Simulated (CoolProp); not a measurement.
Saturation properties of CH2F2 (R32) (Tc = 78.1 °C, pc = 57.83 bar, ω = 0.277).

Values from CoolProp's reference Helmholtz-energy equation of state, Tillner-Roth 1997.

| T (°C) | p (bar) | liquid density (kg/m³) | vapour density (kg/m³) | liquid cp (kJ/(kg K)) |
|---|---|---|---|---|
| -102.65 | 0.02990 | 1346 | 0.1102 | 1.561 |
| -93.75 | 0.06545 | 1323 | 0.2299 | 1.559 |
| -84.75 | 0.1325 | 1301 | 0.4452 | 1.559 |
| -75.85 | 0.2476 | 1278 | 0.7986 | 1.563 |
| -66.95 | 0.4346 | 1254 | 1.352 | 1.569 |
| -58.05 | 0.7232 | 1230 | 2.178 | 1.578 |
| -49.05 | 1.155 | 1206 | 3.379 | 1.591 |
| -40.15 | 1.762 | 1181 | 5.033 | 1.607 |
| -31.25 | 2.596 | 1155 | 7.270 | 1.628 |

It boils at -51.7 °C under 1 atm.
